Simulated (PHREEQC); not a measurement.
Synthetic water in mg/kgw, 20 °C, pH 2.93, pe 9.3:

| constituent | mg/kgw |
|---|---|
| Na | 157 |
| K | 117 |
| Ca | 176 |
| Mg | 24.9 |
| Cl | 127 |
| S(6) as SO4 | 934 |
| N(5) as NO3 | 14.1 |
| Si as SiO2 | 1.93 |

Cl is adjusted to close the charge balance.
Valence states are taken as typed.

All values are PHREEQC results (ion-association model, wateq4f.dat), not measurements.

Each row changes one thing in this solution. This is a speciation only: nothing precipitates in the calculation.

```
case                                               ionic strength (mol/kgw)  SO4-2 (mol/kgw)  Ca+2 (mol/kgw)  CaSO4 (mol/kgw)  Mg+2 (mol/kgw)  HSO4- (mol/kgw)  SI of Quartz (SiO2)  SI of Gypsum (CaSO4:2H2O)
-------------------------------------------------  ------------------------  ---------------  --------------  ---------------  --------------  ---------------  -------------------  -------------------------
as made                                                              0.0299          0.00745         0.00312          0.00126        0.000709         0.000478                -0.43                      -0.59
Ca from 176 to 352 mg/kgw                                            0.0400          0.00675             [?]          0.00211             [?]         0.000410                -0.43                      -0.37
N(5) from 14.1 to 7.05 mg/kgw                                        0.0299          0.00745         0.00312          0.00126        0.000709         0.000478                -0.43                      -0.59
temperature from 20 to 30 °C at the same typed pH                       [?]          0.00724         0.00307              [?]        0.000660         0.000576                  [?]                      -0.62
```

Question: Complete the blanks.

Answer: 
- Ca from 176 to 352 mg/kgw, Ca+2 (mol/kgw): 0.00666
- Ca from 176 to 352 mg/kgw, Mg+2 (mol/kgw): 0.000759
- temperature from 20 to 30 °C at the same typed pH, ionic strength (mol/kgw): 0.0294
- temperature from 20 to 30 °C at the same typed pH, CaSO4 (mol/kgw): 0.00131
- temperature from 20 to 30 °C at the same typed pH, SI of Quartz (SiO2): -0.58

Complexes and solids missing from the database can't appear.
